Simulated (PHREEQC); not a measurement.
# Alkaline etch or developer: an equilibrium model

A solution holds 0.03 mol/kgw LiOH, 0.00023 mol/kgw H4SiO4 and 0.024 mol/kgw K2CO3, at 31 °C. Closed to the air; pH follows from the charge balance.

Equilibrium calculation in PHREEQC: ion-association model, wateq4f.dat.

Each row changes one thing in this solution. No solid was allowed to form.

| case | pH | ionic strength (mol/kgw) | H3SiO4- (mol/kgw) | H2SiO4-2 (mol/kgw) | H4SiO4 (mol/kgw) | SI of Quartz (SiO2) |
|---|---|---|---|---|---|---|
| as made | 12.16 | 0.102 | 0.000178 | 5.18e-5 | 5.05e-7 | -2.39 |
| temperature from 31 to 30 °C | 12.20 | 0.102 | 0.000177 | 5.22e-5 | 4.85e-7 | -2.39 |
| diluted 100-fold with water | 10.39 | 0.000921 | 1.88e-6 | 5.11e-9 | 4.10e-7 | -2.49 |
| temperature from 31 to 10 °C | 12.89 | 0.102 | 0.000169 | 6.07e-5 | 1.97e-7 | -2.48 |
| 0.0059 mol/kgw KCl added | 12.16 | 0.108 | 0.000177 | 5.21e-5 | 5.04e-7 | -2.39 |
| temperature from 31 to 25 °C | 12.36 | 0.102 | 0.000175 | 5.42e-5 | 3.93e-7 | -2.41 |
| LiOH replaced by LiBr at the same molality | 10.97 | 0.0998 | 0.000216 | 4.06e-6 | 9.55e-6 | -1.11 |
| K2CO3 replaced by K2SO4 at the same molality | 12.16 | 0.0948 | 0.000178 | 5.13e-5 | 5.10e-7 | -2.39 |

Complexes and solids missing from the database can't appear. At this temperature some constants are extrapolated from 25 °C, and those without enthalpy data are left unchanged.
